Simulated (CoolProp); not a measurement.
Properties of chlorine along the isobar 93.1 bar (Tc = 416.9 K, pc = 76.42 bar, ω = 0.070).

Values from CoolProp's reference Helmholtz-energy equation of state, Thol 2021.

| T (K) | phase | density (kg/m³) | cv (kJ/(kg K)) | isothermal compressibility (1/MPa) | expansivity (1/kK) | fugacity coefficient |
|---|---|---|---|---|---|---|
| 262.4 | liquid | 1517 | 0.4929 | 0.001238 | 1.782 | 0.03166 |
| 269.9 | liquid | 1496 | 0.4912 | 0.001340 | 1.827 | 0.04052 |
| 277.4 | liquid | 1476 | 0.4897 | 0.001453 | 1.876 | 0.05102 |
| 285 | liquid | 1454 | 0.4883 | 0.001582 | 1.933 | 0.06347 |
| 292.5 | liquid | 1433 | 0.4870 | 0.001727 | 1.995 | 0.07764 |
| 300 | liquid | 1411 | 0.4857 | 0.001892 | 2.065 | 0.09378 |
| 307.6 | liquid | 1389 | 0.4845 | 0.002085 | 2.146 | 0.1122 |
| 315.1 | liquid | 1366 | 0.4834 | 0.002306 | 2.236 | 0.1325 |
| 322.6 | liquid | 1343 | 0.4823 | 0.002565 | 2.338 | 0.1548 |
| 330.2 | liquid | 1319 | 0.4814 | 0.002875 | 2.457 | 0.1796 |
| 337.7 | liquid | 1294 | 0.4808 | 0.003243 | 2.592 | 0.2062 |
